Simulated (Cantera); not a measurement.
## Thermodynamics of aluminium nitride and oxide growth, feed AlCl₃ + N₂O + N₂ + HCl

Input: 1 mol AlCl₃, 1.7 mol N₂O, 250 mol N₂, 1.5 mol HCl, equilibrated at 30.0 Pa.

Cantera equilibrium calculation (NASA polynomials, part measured and part estimated; ideal gas, pure solids and liquids). Candidate condensed phases: Al, AlCl₃, AlN, Al₂O₃, H₂O, NH₄Cl; 45 gas species. Equilibrium is a limit: real reactors are often held back by kinetics, nucleation or transport.

From 1550 °C to 1950 °C the condensed part is Al₂O₃(s). The main Al-bearing gas is AlOCl at 1550 °C and AlCl at 1950 °C. The share of Al in condensed phases is highest at 1550 °C (99.9 %) and lowest at 1950 °C (54.7 %).

```csv
T (°C),x N₂,x Cl,x HCl,x H,x O,n Al₂O₃(s)
1550,0.982,0.0124,0.00510,0.000195,0.000107,0.500
1600,0.981,0.0128,0.00477,0.000393,0.000149,0.499
1650,0.981,0.0132,0.00431,0.000727,0.000203,0.497
1700,0.980,0.0138,0.00372,0.00123,0.000277,0.494
1750,0.979,0.0144,0.00303,0.00188,0.000386,0.486
1800,0.979,0.0149,0.00232,0.00264,0.000561,0.468
1850,0.977,0.0153,0.00166,0.00341,0.000858,0.434
1900,0.976,0.0155,0.00112,0.00409,0.00136,0.375
1950,0.975,0.0153,0.000713,0.00462,0.00220,0.273
```
x: gas mole fraction; n: condensed amount in mol.
